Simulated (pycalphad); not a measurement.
Source of the numbers: pycalphad with the COST 507 light-alloy database (1999); pressure 1 atm. The data set is of 1999 and partly superseded. Diffusion is slow at the low end, where real alloys seldom reach equilibrium.

Molar enthalpy of Hf-7.16C (at.%) in equilibrium (SER reference):

```
T (K)  H (kJ/mol)           phases
-----  ----------  ---------------
3300       123.11           LIQUID
3100       114.55           LIQUID
3000       110.28           LIQUID
2900       106.00           LIQUID
2700        95.85  LIQUID + FCC_A1
2500        57.41           HCP_A3
2400        53.33           HCP_A3
2300        49.31           HCP_A3
2100        41.51           HCP_A3
1900        33.79  HCP_A3 + FCC_A1
1700        26.00  HCP_A3 + FCC_A1
1500        18.60  HCP_A3 + FCC_A1
1300        11.57  HCP_A3 + FCC_A1
1100         4.90  HCP_A3 + FCC_A1
900         -1.42  HCP_A3 + FCC_A1
700         -7.38  HCP_A3 + FCC_A1
500        -12.99  HCP_A3 + FCC_A1
```

Cooling from 2900 K to 2500 K, across the freezing range, releases 48.6 kJ/mol, or 292 J/g. The slope is 43 J/(mol K) in the liquid and 41 J/(mol K) just below the solidus, where it includes any heat of precipitation. Liquidus 2807 K, solidus 2567 K. Changes were sought between steps of 100 K, so a narrower field can be missed.

FCC_A1 is fcc; HCP_A3 is hcp. The fcc model also describes the rock-salt carbide or nitride (TiC, TiN, HfC).
